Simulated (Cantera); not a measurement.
A Cantera script and its output.

```python
import numpy as np
import cantera as ct

gas = ct.Solution("gri30.yaml")
gas.TPX = 1750, 1900000, {'CH4': 1, 'CO2': 0.45}
reactor = ct.IdealGasConstPressureReactor(gas, energy="off", clone=False)
net = ct.ReactorNet([reactor])
net.rtol, net.atol = 1e-08, 1e-18
show = ['CH4', 'CO2', 'CH2', 'CH2CO', 'CO', 'HCO']
times = np.geomspace(3e-05, 9, 12)

steps = ct.SolutionArray(gas, extra=["t"])
rows = []
print(f"{'t/s':>10s}{'T/K':>9s}{'P/Pa':>11s}" + "".join(f"{s:>11s}" for s in show))
for t in times:
    while net.time < t:
        t_next = net.step()
        steps.append(gas.state, t=t_next)
    rows.append([np.interp(t, steps.t, y) for y in (steps.T, steps.P, *steps(*show).X.T)])
    print(f"{t:10.3e}{rows[-1][0]:9.1f}{rows[-1][1]:11.4g}" + "".join(f"{x:11.3e}" for x in rows[-1][2:]))
rate = np.gradient(steps.T, steps.t)
print("integrator steps:", len(steps.t))
if steps.T.max() > steps.T[0] + 200:
    print(f"time of steepest temperature rise: {steps.t[rate.argmax()]:.4e} s")
gas.TPX = 1750, 1900000, {'CH4': 1, 'CO2': 0.45}
gas.equilibrate("TP")
print(f"equilibrium (TP): T = {gas.T:.1f} K  " + "  ".join(f"{s} {gas[s].X[0]:.3e}" for s in show))
```

Output:

```
       t/s      T/K       P/Pa        CH4        CO2        CH2      CH2CO         CO        HCO
 3.000e-05   1750.0    1.9e+06  6.690e-01  3.089e-01  8.182e-08  1.225e-08  1.940e-04  6.040e-09
 9.442e-05   1750.0    1.9e+06  6.140e-01  3.007e-01  9.923e-08  2.562e-07  1.415e-03  8.796e-09
 2.971e-04   1750.0    1.9e+06  4.868e-01  2.707e-01  6.507e-08  2.974e-06  8.963e-03  7.212e-09
 9.352e-04   1750.0    1.9e+06  3.159e-01  2.057e-01  4.660e-08  1.476e-05  4.171e-02  1.523e-08
 2.943e-03   1750.0    1.9e+06  1.716e-01  9.914e-02  5.003e-08  4.214e-05  1.251e-01  4.827e-08
 9.262e-03   1750.0    1.9e+06  1.190e-01  2.984e-02  5.157e-08  5.609e-05  1.987e-01  8.205e-08
 2.915e-02   1750.0    1.9e+06  1.201e-01  2.083e-02  3.672e-08  3.629e-05  2.410e-01  1.039e-07
 9.174e-02   1750.0    1.9e+06  1.196e-01  1.144e-02  2.314e-08  1.825e-05  2.933e-01  1.338e-07
 2.887e-01   1750.0    1.9e+06  1.135e-01  3.249e-03  1.613e-08  1.012e-05  3.332e-01  1.595e-07
 9.087e-01   1750.0    1.9e+06  1.097e-01  1.784e-04  1.413e-08  8.186e-06  3.474e-01  1.693e-07
 2.860e+00   1750.0    1.9e+06  1.094e-01  8.612e-06  1.403e-08  8.092e-06  3.482e-01  1.698e-07
 9.000e+00   1750.0    1.9e+06  1.094e-01  8.584e-06  1.403e-08  8.092e-06  3.482e-01  1.698e-07
integrator steps: 1871
equilibrium (TP): T = 1750.0 K  CH4 1.094e-01  CO2 8.765e-06  CH2 1.405e-08  CH2CO 8.132e-06  CO 3.482e-01  HCO 1.698e-07
```

Cantera simulation using GRI-Mech 3.0 (53 species, 325 reactions); the numbers are that mechanism's predictions, not measurements. GRI-Mech 3.0 stops at C3 and has no aromatics, soot or wall deposition, so with more carbon than oxygen in the feed, carbon stays in small species such as C2H2 where larger ones or solid carbon would form. The pressure lies above the range GRI-Mech 3.0 was tuned for (to about 10 atm).
